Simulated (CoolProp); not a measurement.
Saturated liquid density (kg/m³) of oxygen: the reference equation beside estimates from Tc = 154.6 K, pc = 5046 kPa, ω = 0.022. Rackett uses Z = 0.29056 − 0.08775 ω.

Model: reference Helmholtz-energy equation of state, Schmidt 1985, in CoolProp.

```
T (K)  reference  Rackett  van der Waals  Soave-Redlich-Kwong  Peng-Robinson
-----  ---------  -------  -------------  -------------------  -------------
93          1127     1132          773.5                    …           1271
98          1101     1106          756.0                 1096           1239
102.9       1075     1080              …                 1066           1206
107.9       1048     1052          718.3                 1033           1169
112.9       1018     1023          697.6                    …           1130
117.8      988.1    992.9          675.8                959.9           1088
122.8      955.1    960.0          651.9                918.3           1041
127.8      919.3    924.4          625.8                872.7          988.7
132.7      880.7    886.2              …                823.2          931.8
```

Task: What belongs in the gaps?

Result: 
- 93, Soave-Redlich-Kwong: 1125
- 102.9, van der Waals: 737.9
- 112.9, Soave-Redlich-Kwong: 997.4
- 132.7, van der Waals: 597.7

Absolute difference from the reference over all 9 rows, mean and median: Rackett 0.5 and 0.5 %, van der Waals 31.6 and 31.5 %, Soave-Redlich-Kwong 2.6 and 2.0 %, Peng-Robinson 10.3 and 11.0 %.
